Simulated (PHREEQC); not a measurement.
0.56 g of hydrous ferric oxide (600 m²/g; 0.2 weak and 0.005 strong sites per Fe, Dzombak-Morel constants, diffuse double layer) in 1 kg of water with 0.005 mol/kgw of an inert sodium salt, at 25 °C; the pH is set by adding NaOH or the inert anion's acid. O2 is buffered at 0.21 atm. The system is closed to CO2. Precipitation was switched off in this run.

Base run: PHREEQC, ion-association model, wateq4f.dat. Each further column changes one thing. The table gives surface potential ψ (mV).

```csv
pH,base,background salt from 0.005 to 0.0005 mol/kgw,oxide from 0.56 to 2.8 g/kgw,0.00015 mol/kgw CaCl2 added
3,214,234,208,___
4,193,213,190,192
5,158,172,157,157
6,114,___,113,113
7,62,64,62,62
8,6,6,6,11
9,-50,___,-50,-36
10,-103,-108,-103,-88
11,-148,-156,-147,___
```

### Question
What belongs in the gaps?

### Answer

- 3, 0.00015 mol/kgw CaCl2 added: 212
- 6, background salt from 0.005 to 0.0005 mol/kgw: 121
- 9, background salt from 0.005 to 0.0005 mol/kgw: -52
- 11, 0.00015 mol/kgw CaCl2 added: -135

The oxide is taken as insoluble; below pH 4 it would dissolve.
